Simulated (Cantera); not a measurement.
Input: 1 mol SiCl4, 0.58 mol Cl2, 7.8 mol H2, at 1.00 bar.

Method: chemical equilibrium by Gibbs-energy minimisation in Cantera with the NASA 1993 tables (ideal gas, pure condensed phases). Candidate condensed phases: Si; 19 gas species. The tables' values for SiCl3 are old estimates; treat these amounts as uncertain. Rates play no part. All values below are at 1100 K.

Base state: H2 0.761, HCl 0.133, SiCl4 0.0977, SiHCl3 0.00826, SiCl3 0.000529, SiH2Cl2 8.37e-5, SiCl2 3.99e-5 (mole fractions); condensed: gas only.

Problem. What changes in the equilibrium state with this change: Cl2 from 0.58 to 1.4 mol?

Solution. 
| species | before | after |
|---|---|---|
| H2 | 0.761 | 0.624 |
| HCl | 0.133 | 0.278 |
| SiCl4 | 0.0977 | 0.0947 |
| SiHCl3 | 0.00826 | 0.00314 |
| SiH2Cl2 | 8.37e-5 | 1.24e-5 |
| SiCl2 | 3.99e-5 | 7.24e-6 |
| SiCl3 | 0.000529 | 0.000222 |

Problem. What changes in the equilibrium state with this change: SiCl4 replaced by Si?

Solution. 
```csv
species,before,after
H2,0.761,0.947
SiCl4,0.0977,0.0184
HCl,0.133,0.0166
SiHCl3,0.00826,0.0154
SiH3Cl,2.25e-7,4.14e-5
SiH2Cl2,8.37e-5,0.00155
SiCl2,3.99e-5,0.000595
SiCl3,0.000529,0.000886
"Si(s), mol",0,0.702
```

Problem. What changes in the equilibrium state with this change: H2 from 7.8 to 0.5 mol?

Solution. 
| species | before | after |
|---|---|---|
| SiCl4 | 0.0977 | 0.481 |
| HCl | 0.133 | 0.481 |
| Cl2 | <1e-9 | 0.0383 |
| H2 | 0.761 | 1.41e-9 |
| SiHCl3 | 0.00826 | <1e-9 |
| Cl | 3.52e-9 | 0.000297 |
| SiH2Cl2 | 8.37e-5 | <1e-9 |
| SiCl2 | 3.99e-5 | <1e-9 |
